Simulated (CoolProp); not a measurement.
C3F8 (R218) at several states: density (kg/m³) from the reference equation and from simpler models built on Tc = 345.0 K, pc = 2640 kPa, ω = 0.317; each cubic takes its own stable root.

Values from CoolProp's reference Helmholtz-energy equation of state, Lemmon 2006. It is a short technical equation, of lower accuracy than the large ones.

```json
[
 {"T (K)": "419", "p (kPa)": "30.7", "phase": "gas", "reference": "1.660", "Redlich-Kwong": "1.661", "Soave-Redlich-Kwong": "1.660", "Peng-Robinson": "1.661"},
 {"T (K)": "170.5", "p (kPa)": "3460", "phase": "liquid", "reference": "1857", "Redlich-Kwong": "1704", "Soave-Redlich-Kwong": "1746", "Peng-Robinson": "1962"},
 {"T (K)": "161.9", "p (kPa)": "7030", "phase": "liquid", "reference": "1893", "Redlich-Kwong": "1738", "Soave-Redlich-Kwong": "1774", "Peng-Robinson": "1990"}
]
```
